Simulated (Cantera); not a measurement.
Feed: 1 mol ZrN, 0.19 mol N2.

Equilibrium computed with Cantera from the NASA thermochemical tables; the gas is ideal and each condensed phase is pure. Candidate condensed phases: Zr, ZrN; 4 gas species. ZrN: taken at fixed stoichiometry. Condensed phases not in the tables: N, O or C dissolved in the metal. The numbers say what is thermodynamically allowed, not how fast it happens.

What condenses at these points (T in K, P in Pa): (2898, 1); (2798, 10); (2448, 1000); (2648, 1000000); (2398, 1); (2948, 100)?


| T (K) | P in Pa | condensed phases | Zr condensed (%) |
|---|---|---|---|
| 2898 | 1 | gas only | 0.0 |
| 2798 | 10 | Zr | 22.7 |
| 2448 | 1000 | ZrN | 100.0 |
| 2648 | 1000000 | ZrN | 100.0 |
| 2398 | 1 | ZrN | 99.6 |
| 2948 | 100 | ZrN | 96.3 |
